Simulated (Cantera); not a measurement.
Input: 1 mol PbO, 750 mol H2, held at 1.80 bar.

Equilibrium computed with Cantera from the NASA thermochemical tables; the gas is ideal and each condensed phase is pure. Candidate condensed phases: H2O, Pb, PbO, PbO2, Pb3O4; 12 gas species. Rates play no part.

x: gas mole fraction; n: condensed amount in mol.

| T (°C) | x H2 | x H2O | x Pb | x H | x Pb2 | n Pb(l) |
|---|---|---|---|---|---|---|
| 875 | 0.999 | 0.00133 | … | 5.34e-8 | 3.33e-9 | 0.883 |
| 900 | 0.998 | 0.00133 | … | 8.78e-8 | 6.59e-9 | 0.824 |
| 925 | 0.998 | 0.00133 | … | 1.42e-7 | 1.27e-8 | 0.740 |
| 950 | 0.998 | 0.00133 | … | 2.24e-7 | 2.36e-8 | 0.622 |
| 975 | 0.998 | 0.00133 | … | 3.48e-7 | 4.31e-8 | 0.458 |
| 1000 | 0.998 | 0.00133 | … | 5.31e-7 | 7.65e-8 | 0.234 |
| 1025 | 0.997 | 0.00133 | 0.00133 | 7.98e-7 | 1.17e-7 | 0 |
| 1050 | 0.997 | 0.00133 | 0.00133 | 1.18e-6 | 1.05e-7 | 0 |

Question: What belongs in the gaps?

Answer: 
- 875, x Pb: 0.000156
- 900, x Pb: 0.000234
- 925, x Pb: 0.000347
- 950, x Pb: 0.000504
- 975, x Pb: 0.000722
- 1000, x Pb: 0.00102
